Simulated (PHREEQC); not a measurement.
Dissolve 0.45 mol Cu(NO3)2, 0.021 mol NaCl and 0.026 mol CuCl2 per kg of water at 25 °C. Closed to the air; pH follows from the charge balance.

Computed with PHREEQC (ion-association model, wateq4f.dat).

No solid was allowed to form.

Task: What pH does the model give?

Result: pH 4.01.

Task: In which forms is Cl present?

Result: Cl- 81 %, CuCl+ 19 % of the Cl.

Saturation is exceeded, for instance for Atacamite, Cu2(OH)3NO3; the values hold only as long as no solid forms. Ionic strength above about 0.7 mol/kgw puts this run outside the model's range. Species that the database lacks are ignored.
